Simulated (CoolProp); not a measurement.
Computed with CoolProp (reference Helmholtz-energy equation of state, Akasaka 2020).

Question: For R1123, give the phase and the Z, cv (kJ/(kg K)), isothermal compressibility (1/MPa) at -38.45 °C and 254 kPa; 29.35 °C and 254 kPa.

Answer: 
- -38.45 °C and 254 kPa: gas; Z 0.934, cv 0.645, isothermal compressibility 4.24
- 29.35 °C and 254 kPa: gas; Z 0.973, cv 0.757, isothermal compressibility 4.05
